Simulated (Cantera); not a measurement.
A closed system holds: 1 mol Ta2O5, 1800 mol H2, 1.3 mol H2O, at 4.13 Torr.

Equilibrium computed with Cantera from the NASA thermochemical tables; the gas is ideal and each condensed phase is pure. Candidate condensed phases: H2O, Ta, Ta2O5; 12 gas species. Mutual solubility and eutectic melting of coexisting phases are not modelled. Condensed phases not in the tables: N, O or C dissolved in the metal. Rates play no part.

Problem. What share of the Ta ends up in condensed phases as a function of T (°C), at 902, 1002, 1102, 1202, 1302, 1402, 1502, 1602, 1702, 1802, 1902?

Solution. 
| T (°C) | Ta condensed (%) | as |
|---|---|---|
| 902 | 100.0 | Ta2O5(s) |
| 1002 | 100.0 | Ta2O5(s) |
| 1102 | 100.0 | Ta2O5(s) |
| 1202 | 100.0 | Ta2O5(s) |
| 1302 | 100.0 | Ta2O5(s) |
| 1402 | 100.0 | Ta2O5(s) |
| 1502 | 99.8 | Ta2O5(s) |
| 1602 | 98.0 | Ta(s) + Ta2O5(s) |
| 1702 | 86.7 | Ta(s) + Ta2O5(s) |
| 1802 | 38.4 | Ta(s) |
| 1902 | 7.0 | Ta(s) |
